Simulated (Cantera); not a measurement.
A perfectly stirred reactor is fed with 10.7 % H2, 89.3 % O2, equivalence ratio 0.060, at 20.3 Torr; it is held at 1450 K, and followed from long to short residence time.

Cantera simulation using the H2/O2 subset of GRI-Mech 3.0, which has no nitrogen chemistry; the numbers are that mechanism's predictions, not measurements. Radical loss at walls, strong at low pressure, is not modelled. The temperature is held fixed by assumption; the heat of reaction is taken as removed at once.

### Question
Predict: x(H2) at τ = 1.60 s; x(O2) at τ = 1.60 s; x(HO2) at τ = 1.60 s; x(H2O2) at τ = 1.60 s; x(H) at τ = 1.60 s; x(H2) at τ = 0.120 s; x(O2) at τ = 0.120 s; x(HO2) at τ = 0.120 s; x(H2O2) at τ = 0.120 s; x(H) at τ = 0.120 s.

### Answer
```json
{
 "x(H2) at τ = 1.60 s": "0.000139",
 "x(O2) at τ = 1.60 s": "0.884",
 "x(HO2) at τ = 1.60 s": "1.30e-6",
 "x(H2O2) at τ = 1.60 s": "5.21e-8",
 "x(H) at τ = 1.60 s": "0.000101",
 "x(H2) at τ = 0.120 s": "0.000712",
 "x(O2) at τ = 0.120 s": "0.874",
 "x(HO2) at τ = 0.120 s": "3.64e-6",
 "x(H2O2) at τ = 0.120 s": "1.14e-7",
 "x(H) at τ = 0.120 s": "0.00124"
}
```
